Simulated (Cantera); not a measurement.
Input: 1 mol C2H4, 0.046 mol CO2, at 1048 K and 1.33 mbar.

Method: chemical equilibrium by Gibbs-energy minimisation in Cantera with the NASA 1993 tables (ideal gas, pure condensed phases). Candidate condensed phases: C, C6H6, C7H8, C8H18, H2O; 110 gas species. Rates play no part.

Base state: H2 0.956, CO 0.0440, CH4 7.11e-5, H2O 1.05e-5 (mole fractions); condensed: C(graphite).

Q: What changes in the equilibrium state with this change: temperature from 1048 K to 648 K?

A: 
```tsv
species	before	after
H2	0.956	0.926
CH4	7.11e-5	0.0312
H2O	1.05e-5	0.0294
CO	0.0440	0.00865
CO2	5.72e-7	0.00438
C(graphite), mol	1.95	1.96
```

Q: What changes in the equilibrium state with this change: CO2 from 0.046 to 0.19 mol?

A: 
| species | before | after |
|---|---|---|
| H2 | 0.956 | 0.840 |
| CO | 0.0440 | 0.160 |
| CH4 | 7.11e-5 | 5.50e-5 |
| H2O | 1.05e-5 | 3.34e-5 |
| C(graphite), mol | 1.95 | 1.81 |
